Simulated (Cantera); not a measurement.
Input: 1 mol Al, 4.9 mol H2O, 27 mol N2, held at 710 Pa.

Method: chemical equilibrium by Gibbs-energy minimisation in Cantera with the NASA 1993 tables (ideal gas, pure condensed phases). Candidate condensed phases: Al, AlN, Al2O3, H2O; 35 gas species. Equilibrium is a limit: real reactors are often held back by kinetics, nucleation or transport. All values below are at 1700 K.

Base state: N2 0.846, H2O 0.107, H2 0.0468, H 0.000378, OH 4.45e-5 (mole fractions); condensed: Al2O3(s).

**Question.** What changes in the equilibrium state with this change: pressure from 710 Pa to 37.0 Pa?

**Answer.** 
```
species          before     after
-------------  --------  --------
N2                0.846     0.846
H2O               0.107     0.106
H2               0.0468    0.0463
H              0.000378   0.00165
NO              3.56e-6   1.57e-5
OH              4.45e-5  0.000195
Al2O3(s), mol     0.500     0.500
```
